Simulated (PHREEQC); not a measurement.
A solution holds 0.014 mol/kgw ZnCl2, 0.00061 mol/kgw KCl and 0.053 mol/kgw FeSO4, at 30 °C. Closed to the air; pH follows from the charge balance.

All values are PHREEQC results (ion-association model, phreeqc.dat), not measurements.

```
quantity                      before     after
--------------------------  --------  --------
pH                              5.64      5.41
ionic strength (mol/kgw)       0.153    0.0413
Zn+2 (mol/kgw)               0.00768    0.0134
K+ (mol/kgw)                0.000574  0.000610
ZnCl+ (mol/kgw)             0.000231  0.000607
ZnCl2 (mol/kgw)              3.60e-6   1.22e-5
SI of Zn(OH)2(e) (Zn(OH)2)     -2.83     -2.86
SI of Sylvite (KCl)            -5.99     -5.86
```

### Question
Which change was made?
A. ZnCl2 from 0.014 to 0.0154 mol/kgw
B. KCl from 0.00061 to 0.00305 mol/kgw
C. FeSO4 from 0.053 to 0.0053 mol/kgw
D. FeSO4 from 0.053 to 0.265 mol/kgw
E. FeSO4 left out

### Answer
E, FeSO4 left out

This is a speciation only: nothing precipitates in the calculation.
